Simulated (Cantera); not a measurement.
What does this Cantera script print?

```python
import numpy as np
import cantera as ct

gas = ct.Solution("gri30.yaml")
gas.TPX = 1225, 3000, {'N2O': 1, 'H2O': 0.02}
reactor = ct.IdealGasConstPressureReactor(gas, energy="off", clone=False)
net = ct.ReactorNet([reactor])
net.rtol, net.atol = 1e-08, 1e-18
show = ['N2O', 'H2O', 'N2', 'NO', 'NO2', 'OH', 'H2']
times = np.geomspace(0.0003, 2, 13)

steps = ct.SolutionArray(gas, extra=["t"])
rows = []
print(f"{'t/s':>10s}{'T/K':>9s}{'P/Pa':>11s}" + "".join(f"{s:>11s}" for s in show))
for t in times:
    while net.time < t:
        t_next = net.step()
        steps.append(gas.state, t=t_next)
    rows.append([np.interp(t, steps.t, y) for y in (steps.T, steps.P, *steps(*show).X.T)])
    print(f"{t:10.3e}{rows[-1][0]:9.1f}{rows[-1][1]:11.4g}" + "".join(f"{x:11.3e}" for x in rows[-1][2:]))
rate = np.gradient(steps.T, steps.t)
print("integrator steps:", len(steps.t))
if steps.T.max() > steps.T[0] + 200:
    print(f"time of steepest temperature rise: {steps.t[rate.argmax()]:.4e} s")
gas.TPX = 1225, 3000, {'N2O': 1, 'H2O': 0.02}
gas.equilibrate("TP")
print(f"equilibrium (TP): T = {gas.T:.1f} K  " + "  ".join(f"{s} {gas[s].X[0]:.3e}" for s in show))
```

Output:

```
       t/s      T/K       P/Pa        N2O        H2O         N2         NO        NO2         OH         H2
 3.000e-04   1225.0       3000  9.804e-01  1.961e-02  6.852e-06  5.471e-07  8.017e-14  9.968e-08  1.927e-13
 6.249e-04   1225.0       3000  9.804e-01  1.961e-02  1.606e-05  1.604e-06  1.605e-12  2.881e-07  2.322e-12
 1.301e-03   1225.0       3000  9.803e-01  1.961e-02  3.601e-05  4.001e-06  3.861e-11  6.960e-07  2.147e-11
 2.711e-03   1225.0       3000  9.803e-01  1.961e-02  7.781e-05  9.032e-06  8.633e-10  1.468e-06  1.665e-10
 5.646e-03   1225.0       3000  9.801e-01  1.960e-02  1.652e-04  1.949e-05  1.631e-08  2.767e-06  1.074e-09
 1.176e-02   1225.0       3000  9.798e-01  1.960e-02  3.481e-04  4.103e-05  2.451e-07  4.567e-06  5.234e-09
 2.449e-02   1225.0       3000  9.792e-01  1.959e-02  7.312e-04  8.404e-05  2.425e-06  6.715e-06  1.798e-08
 5.102e-02   1225.0       3000  9.780e-01  1.959e-02  1.534e-03  1.672e-04  1.305e-05  8.991e-06  4.284e-08
 1.063e-01   1225.0       3000  9.753e-01  1.957e-02  3.211e-03  3.303e-04  4.391e-05  1.083e-05  6.998e-08
 2.213e-01   1225.0       3000  9.699e-01  1.953e-02  6.690e-03  6.592e-04  1.128e-04  1.264e-05  7.575e-08
 4.610e-01   1225.0       3000  9.587e-01  1.946e-02  1.383e-02  1.347e-03  2.280e-04  1.438e-05  5.386e-08
 9.602e-01   1225.0       3000  9.361e-01  1.931e-02  2.827e-02  2.806e-03  3.562e-04  1.612e-05  3.624e-08
 2.000e+00   1225.0       3000  8.914e-01  1.902e-02  5.678e-02  5.791e-03  4.407e-04  1.771e-05  2.910e-08
integrator steps: 721
equilibrium (TP): T = 1225.0 K  N2O 2.960e-09  H2O 1.316e-02  N2 6.578e-01  NO 2.710e-04  NO2 8.795e-07  OH 4.084e-06  H2 2.820e-09
```

Model: GRI-Mech 3.0 (53 species, 325 reactions), integrated in Cantera. GRI-Mech 3.0 was tuned for natural gas; its chemistry of N2O as a main component is partial and can be far from experiment. Radical loss at walls, strong at low pressure, is not modelled. The mechanism lacks the step 2 NO + O2 → 2 NO2, which can matter for NO2 below about 1400 K. The temperature is held fixed by assumption; the heat of reaction is taken as removed at once.
